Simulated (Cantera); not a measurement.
A closed system holds: 1 mol SiC, 3.9 mol N2O, 100 mol N2, held at 330 Pa.

Method: chemical equilibrium by Gibbs-energy minimisation in Cantera with the NASA 1993 tables (ideal gas, pure condensed phases). Candidate condensed phases: C, Si, SiC, SiO2, Si2N2O, Si3N4; 34 gas species. The tables hold silica as quartz up to 1696 K and as liquid above; real silica turns to tridymite and cristobalite and melts near 1996 K. Equilibrium is a limit: real reactors are often held back by kinetics, nucleation or transport.

x: gas mole fraction; n: condensed amount in mol.

```csv
T (K),x N2,x CO2,x CO,x O2,x NO,n SiO2(β-quartz),n SiO2(condensed)
973,0.990,0.00858,0.000953,<1e-12,<1e-12,1.00,0
1073,0.990,0.00858,0.000953,<1e-12,1.56e-11,1.00,0
1173,0.990,0.00858,0.000953,2.04e-12,5.53e-10,1.00,0
1273,0.990,0.00858,0.000953,1.90e-10,1.12e-8,1.00,0
1373,0.990,0.00858,0.000953,9.13e-9,1.45e-7,1.00,0
1473,0.990,0.00858,0.000955,___,___,1.000,0
1573,0.990,0.00856,0.000972,4.54e-6,8.97e-6,1.000,0
1673,0.990,0.00844,___,___,___,1.000,0
1773,0.990,0.00803,0.00150,0.000207,0.000133,0,0.998
1873,0.989,0.00725,0.00227,0.000558,0.000305,0,0.978
```

**Question.** Some entries are withheld; supply them.

**Answer.** 
- 1673, x CO: 0.00109
- 1673, x O2: 4.54e-5
- 1673, x NO: 4.31e-5
- 1473, x O2: 2.57e-7
- 1473, x NO: 1.33e-6
